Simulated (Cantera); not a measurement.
A perfectly stirred reactor is fed with 5.65 % CH4, 19.8 % O2, 74.5 % N2, at 1.00 bar; it is adiabatic with a 800 K inlet, and is followed from long to short residence time, starting on the burning branch (τ in s: 0.11, 0.047, 0.02, 0.0089, 0.0039, 0.0017, 0.00074, 0.00032, 0.00014, 6.2e-05, 2.7e-05, 1.2e-05).

Computed with Cantera and GRI-Mech 3.0 (53 species, 325 reactions).

Predict: blow-out, bracketed by the residence times tried; x(CH4) at τ = 0.110 s; x(O2) at τ = 0.110 s; x(CH2O) at τ = 0.110 s; x(CH2) at τ = 0.110 s; x(H) at τ = 0.110 s; x(CH4) at τ = 0.740 ms; x(O2) at τ = 0.740 ms; x(CH2O) at τ = 0.740 ms; x(CH2) at τ = 0.740 ms; x(H) at τ = 0.740 ms.


```json
{
 "blow_out_bracketed_by_the_residence_times_tried": "burning at 62.0 µs, out at 27.0 µs",
 "x(CH4) at τ = 0.110 s": "4.14e-6",
 "x(O2) at τ = 0.110 s": "0.0847",
 "x(CH2O) at τ = 0.110 s": "5.48e-7",
 "x(CH2) at τ = 0.110 s": "3.19e-8",
 "x(H) at τ = 0.110 s": "3.37e-5",
 "x(CH4) at τ = 0.740 ms": "0.000136",
 "x(O2) at τ = 0.740 ms": "0.0865",
 "x(CH2O) at τ = 0.740 ms": "2.02e-5",
 "x(CH2) at τ = 0.740 ms": "1.38e-6",
 "x(H) at τ = 0.740 ms": "0.00154"
}
```
